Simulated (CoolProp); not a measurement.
Sulfur dioxide along the isotherm 525 K: Z from the reference equation and from simpler models built on Tc = 430.6 K, pc = 7.887 MPa, ω = 0.256; each cubic takes its own stable root.

Values from CoolProp's reference Helmholtz-energy equation of state, Gao 2016.

| p (MPa) | phase | reference | Redlich-Kwong | Peng-Robinson |
|---|---|---|---|---|
| 2.46 | gas | 0.9458 | … | 0.9383 |
| 4.93 | gas | 0.8892 | 0.8766 | 0.8765 |
| 7.39 | gas | … | 0.8114 | 0.8161 |
| 9.86 | supercritical | 0.7718 | 0.7448 | 0.7583 |
| 12.3 | supercritical | 0.7143 | 0.6815 | … |
| 14.8 | supercritical | 0.6598 | 0.6274 | 0.6639 |
| 17.3 | supercritical | 0.6155 | … | 0.6342 |
| 19.7 | supercritical | 0.5879 | 0.5822 | … |

Q: Some entries are withheld; supply them.

A: 
- 2.46, Redlich-Kwong: 0.9397
- 7.39, reference: 0.8310
- 12.3, Peng-Robinson: 0.7069
- 17.3, Redlich-Kwong: 0.5938
- 19.7, Peng-Robinson: 0.6188
